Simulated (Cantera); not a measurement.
# Si2Cl6 + H2 (silicon epitaxy and polysilicon growth)

Feed: 1 mol Si2Cl6, 66 mol H2, at 0.100 bar.

These are equilibrium values from Cantera (NASA tables, ideal gas, pure condensed phases), not measurements of a reactor. Candidate condensed phases: Si; 19 gas species. The feed counts by its element totals alone. The tables' values for SiCl3 are old estimates; treat these amounts as uncertain. Kinetics and transport are ignored.

From 1325 K to 1625 K the condensed part is Si(s). The main Si-bearing gas is SiCl2 throughout. The share of Si in condensed phases is highest at 1375 K (55.2 %) and lowest at 1625 K (52.8 %).

```
T (K)  log p H2  log p HCl  log p SiCl2  log p SiCl3  log p SiCl4  log p SiHCl3  log p H  n Si(s)
-----  --------  ---------  -----------  -----------  -----------  ------------  -------  -------
1325      -1.03      -2.25        -3.04        -3.83        -3.88         -3.95    -6.30     1.09
1375      -1.03      -2.24        -2.98        -3.92        -4.20         -4.19    -5.98     1.10
1425      -1.03      -2.23        -2.94        -4.04        -4.54         -4.45    -5.68     1.10
1475      -1.03      -2.22        -2.92        -4.16        -4.87         -4.70    -5.40     1.09
1525      -1.03      -2.22        -2.90        -4.28        -5.19         -4.94    -5.14     1.08
1575      -1.03      -2.23        -2.89        -4.40        -5.49         -5.18    -4.90     1.07
1625      -1.03      -2.23        -2.88        -4.51        -5.78         -5.40    -4.67     1.06
```
log p: log10 of the partial pressure in bar; n: condensed amount in mol.
